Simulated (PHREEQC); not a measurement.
A PHREEQC input (ion-association model, wateq4f.dat):

```
SOLUTION 1
  temp 20
  units mg/L
  pH 12.5
  pe -0.6
  Na 1.15
  K 4.51
  Ca 1.2
  Mg 0.0507
  Cl 2.29
  S(6) 0.361 as SO4
  Alkalinity 9.43 as HCO3
  Si 0.0107 as SiO2
END
USE solution 1
EQUILIBRIUM_PHASES 1
  Quartz 0 0.5
  CO2(g) -3.4 10
END
```

It stops with these messages:

```
WARNING: Maximum iterations exceeded, 100
WARNING: Maximum iterations exceeded, 100
WARNING: The program has failed to converge to a numerical solution.
ERROR:           Alkalinity has not converged. Total: 1.546279e-04	Calculated: 2.399009e-02	Residual: -2.383546e-02
ERROR: Is non-carbonate alkalinity greater than total alkalinity?
ERROR:                   Ca has not converged. Total: 2.995680e-05	Calculated: 3.115228e-05	Residual: -1.195480e-06
ERROR:                   Cl has not converged. Total: 6.462855e-05	Calculated: 7.179873e-05	Residual: -7.170178e-06
ERROR:                    K has not converged. Total: 1.154036e-04	Calculated: 1.282085e-04	Residual: -1.280489e-05
ERROR:                   Mg has not converged. Total: 2.086552e-06	Calculated: 2.007426e-06	Residual: 7.912550e-08
ERROR:                   Na has not converged. Total: 5.005005e-05	Calculated: 5.580200e-05	Residual: -5.751944e-06
ERROR:                 S(6) has not converged. Total: 3.760005e-06	Calculated: 3.082714e-06	Residual: 6.772908e-07
ERROR:                   Si has not converged. Total: 1.781823e-07	Calculated: 1.648557e-07	Residual: 1.332662e-08
ERROR:                   Mu Ionic strength has not converged. 	Residual: -8.157988e-04
ERROR:               A(H2O) Activity of water has not converged. 	Residual: 3.966506e-04
ERROR: Model failed to converge for initial solution  1.
```

What went wrong, and how is it mended?

The fault: pH typed as 12.5 with the alkalinity kept. The line should read `pH 6.41` where the input has `pH 12.5`. With the mend the run ends at pH 7.37 and ionic strength 0.000264 mol/kgw.
